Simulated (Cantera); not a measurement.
**Iron carbonyl, mercury and lead vapours: Fe(CO)₅ + H₂ + N₂**

A closed system holds: 1 mol Fe(CO)₅, 0.18 mol H₂, 0.53 mol N₂, equilibrated at 110 Pa.

Cantera equilibrium calculation (NASA polynomials, part measured and part estimated; ideal gas, pure solids and liquids). Candidate condensed phases: C, C₆H₆, C₇H₈, C₈H₁₈, Fe, Fe(CO)₅, FeO, Fe(OH)₂, Fe(OH)₃, Fe₂O₃, Fe₃O₄, H₂O; 140 gas species. Condensed phases not in the tables: cementite and carbon dissolved in iron. Rates play no part.

From 923 K to 1023 K the condensed part is C(graphite) + Fe(α). At 1123 K the condensed part is Fe(α). From 1223 K to 1523 K the condensed part is Fe(γ).

| T (K) | x CO | x N₂ | x H₂ | x CO₂ | x Fe | x H | x H₂O | n C(graphite) | n Fe(α) | n Fe(γ) |
|---|---|---|---|---|---|---|---|---|---|---|
| 923 | 0.873 | 0.0931 | 0.0316 | 0.00264 | <1e-12 | 1.31e-9 | 4.68e-5 | 0.0153 | 1.00 | 0 |
| 1023 | 0.875 | 0.0928 | 0.0315 | 0.000301 | 4.07e-11 | 2.22e-8 | 8.31e-6 | 0.00177 | 1.00 | 0 |
| 1123 | 0.876 | 0.0928 | 0.0315 | 5.09e-5 | 2.83e-9 | 2.28e-7 | 2.00e-6 | 0 | 1.00 | 0 |
| 1223 | 0.876 | 0.0928 | 0.0315 | 1.16e-5 | 9.61e-8 | 1.61e-6 | 6.10e-7 | 0 | 0 | 1.000 |
| 1323 | 0.876 | 0.0928 | 0.0315 | 6.62e-6 | 1.89e-6 | 8.49e-6 | 4.42e-7 | 0 | 0 | 1.000 |
| 1423 | 0.876 | 0.0928 | 0.0315 | 5.89e-6 | 2.42e-5 | 3.55e-5 | 4.80e-7 | 0 | 0 | 1.000 |
| 1523 | 0.875 | 0.0928 | 0.0314 | 5.34e-6 | 0.000221 | 0.000124 | 5.15e-7 | 0 | 0 | 0.999 |
x: gas mole fraction; n: condensed amount in mol.
